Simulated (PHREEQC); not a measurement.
3.1 g of hydrous ferric oxide (600 m²/g; 0.2 weak and 0.005 strong sites per Fe, Dzombak-Morel constants, diffuse double layer) in 1 kg of water with 0.3 mol/kgw of an inert sodium salt and 0.0041 mol NaF, at 25 °C; the pH is set by adding NaOH or the inert anion's acid. Oxygen is held at 0.21 atm. CO2 from the air is kept out. Precipitation was switched off in this run.

All values are PHREEQC results (ion-association model, wateq4f.dat), not measurements.

### Question
Predict F sorbed (%), surface charge σ (C/m²), surface potential ψ (mV) at pH = 4, 5.12, 6.25, 7.

### Answer
```csv
pH,F sorbed (%),surface charge σ (C/m²),surface potential ψ (mV)
4,72.1,0.207,97
5.12,66.6,0.162,85
6.25,47.6,0.087,57
7,30.9,0.045,34
```

Complexes and solids missing from the database can't appear.
